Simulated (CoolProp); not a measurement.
Vapour-liquid equilibrium of R141b (1) + n-pentane (2) at 0.0624 MPa; x and y are mole fractions of (1).

The numbers come from the multi-fluid Helmholtz-energy mixture model, Lemmon 2006 and Thol 2019; pair parameters Bell 2016 in CoolProp.

Question: Give the bubble temperature and the first vapour's composition at x = 0.15, 0.35, 0.45. Is there an azeotrope?

Answer: x = 0.15: 20.0 °C, y = 0.218; x = 0.35: 18.3 °C, y = 0.408; x = 0.45: 17.9 °C, y = 0.488. y crosses x between x = 0.55 and 0.65: the model has an azeotrope there.

Pair parameters are fitted to limited data, so mixtures are less certain than the pure fluids.
